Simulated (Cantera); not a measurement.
Charge: 1 mol Zr, 1.1 mol NH₃, 73 mol H₂, 0.24 mol O₂, held at 2650 K and 90000 Pa.

Equilibrium computed with Cantera from the NASA thermochemical tables; the gas is ideal and each condensed phase is pure. Candidate condensed phases: H₂O, Zr, ZrN, ZrO₂; 28 gas species. Mutual solubility and eutectic melting of coexisting phases are not modelled. ZrN: taken at fixed stoichiometry. Condensed phases not in the tables: solid solutions among these carbides, nitrides and lower oxides. Equilibrium is a limit: real reactors are often held back by kinetics, nucleation or transport.

Base state: H₂ 0.949, H 0.0481, N₂ 0.00218, H₂O 0.000262, ZrO 0.000125 (mole fractions); condensed: ZrN(s) + ZrO₂(s).

Question: What changes in the equilibrium state with this change: pressure from 90000 Pa to 10000 Pa?

Answer: 
```csv
species,before,after
H₂,0.949,0.858
H,0.0481,0.137
N₂,0.00218,0.00256
ZrO,0.000125,0.00187
Zr,1.41e-6,3.53e-5
ZrO₂,3.14e-6,2.83e-5
H₂O,0.000262,0.000142
"ZrN(s), mol",0.765,0.688
"ZrO₂(s), mol",0.225,0.157
```

Question: What changes in the equilibrium state with this change: NH₃ from 1.1 to 16 mol?

Answer: 
```json
[
 {"species": "H₂", "before": "0.949", "after": "0.882"},
 {"species": "N₂", "before": "0.00218", "after": "0.0710"},
 {"species": "H", "before": "0.0481", "after": "0.0464"},
 {"species": "ZrO", "before": "0.000125", "after": "5.22e-5"},
 {"species": "H₂O", "before": "0.000262", "after": "0.000580"},
 {"species": "ZrN(s), mol", "before": "0.765", "after": "0.789"},
 {"species": "ZrO₂(s), mol", "before": "0.225", "after": "0.205"}
]
```

Question: What changes in the equilibrium state with this change: temperature from 2650 K to 1325 K?

Answer: 
| species | before | after |
|---|---|---|
| H₂ | 0.949 | 0.998 |
| N₂ | 0.00218 | 0.00227 |
| H₂O | 0.000262 | 1.79e-6 |
| H | 0.0481 | 1.72e-6 |
| ZrO | 0.000125 | <1e-9 |
| ZrN(s), mol | 0.765 | 0.760 |
| ZrO₂(s), mol | 0.225 | 0 |
| ZrO₂(monoclinic), mol | 0 | 0.240 |
